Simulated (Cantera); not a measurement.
**Thermodynamics of calcination and drying, feed Ca(OH)₂ + H₂O**

Charge: 1 mol Ca(OH)₂, 0.51 mol H₂O, equilibrated at 1.00 bar.

These are equilibrium values from Cantera (NASA tables, ideal gas, pure condensed phases), not measurements of a reactor. Candidate condensed phases: Ca, CaO, Ca(OH)₂, H₂O; 14 gas species. The numbers say what is thermodynamically allowed, not how fast it happens.

From 975 K to 2025 K the condensed part is CaO(s).

```json
[
 {"T (K)": "975", "x H₂O": "1.00", "x H₂": "1.50e-7", "x O₂": "7.36e-8", "x OH": "5.36e-9", "x H": "<1e-12", "x Ca(OH)₂": "6.00e-12", "x O": "<1e-12", "n CaO(s)": "1.00"},
 {"T (K)": "1125", "x H₂O": "1.000", "x H₂": "2.29e-6", "x O₂": "1.11e-6", "x OH": "1.53e-7", "x H": "6.73e-11", "x Ca(OH)₂": "4.69e-10", "x O": "4.86e-12", "n CaO(s)": "1.00"},
 {"T (K)": "1275", "x H₂O": "1.000", "x H₂": "1.86e-5", "x O₂": "8.81e-6", "x OH": "1.99e-6", "x H": "3.18e-9", "x Ca(OH)₂": "1.31e-8", "x O": "3.31e-10", "n CaO(s)": "1.00"},
 {"T (K)": "1425", "x H₂O": "1.000", "x H₂": "9.79e-5", "x O₂": "4.52e-5", "x OH": "1.51e-5", "x H": "6.75e-8", "x Ca(OH)₂": "1.79e-7", "x O": "9.33e-9", "n CaO(s)": "1.00"},
 {"T (K)": "1575", "x H₂O": "0.999", "x H₂": "0.000378", "x O₂": "0.000170", "x OH": "7.76e-5", "x H": "8.08e-7", "x Ca(OH)₂": "1.48e-6", "x O": "1.39e-7", "n CaO(s)": "1.000"},
 {"T (K)": "1725", "x H₂O": "0.998", "x H₂": "0.00116", "x O₂": "0.000504", "x OH": "0.000300", "x H": "6.31e-6", "x Ca(OH)₂": "8.41e-6", "x O": "1.30e-6", "n CaO(s)": "1.000"},
 {"T (K)": "1875", "x H₂O": "0.995", "x H₂": "0.00296", "x O₂": "0.00125", "x OH": "0.000934", "x H": "3.57e-5", "x Ca(OH)₂": "3.59e-5", "x O": "8.51e-6", "n CaO(s)": "1.000"},
 {"T (K)": "2025", "x H₂O": "0.988", "x H₂": "0.00660", "x O₂": "0.00271", "x OH": "0.00245", "x H": "0.000156", "x Ca(OH)₂": "0.000122", "x O": "4.21e-5", "n CaO(s)": "1.000"}
]
```
x: gas mole fraction; n: condensed amount in mol.
